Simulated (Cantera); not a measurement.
Mixture: CH4 : H2 : O2 : N2 = 2.4 : 0.7 : 2.35 : 8.84 (molar parts), equivalence ratio 2.2, at 1.78 atm, adiabatic and at constant pressure. Ignition delay is the time to a rise of 400 K.

Detailed kinetics in Cantera: GRI-Mech 3.0 (53 species, 325 reactions).

Task: Predict: delay at 1175 K; delay at 1275 K; delay at 1375 K; delay at 1475 K; delay at 1575 K; apparent activation energy between 1525 and 1625 K.

Result: 
| Property | Value |
|---|---|
| delay at 1175 K | 6.37 ms |
| delay at 1275 K | 2.58 ms |
| delay at 1375 K | 1.06 ms |
| delay at 1475 K | 0.452 ms |
| delay at 1575 K | 0.208 ms |
| apparent activation energy between 1525 and 1625 K | 150 kJ/mol |
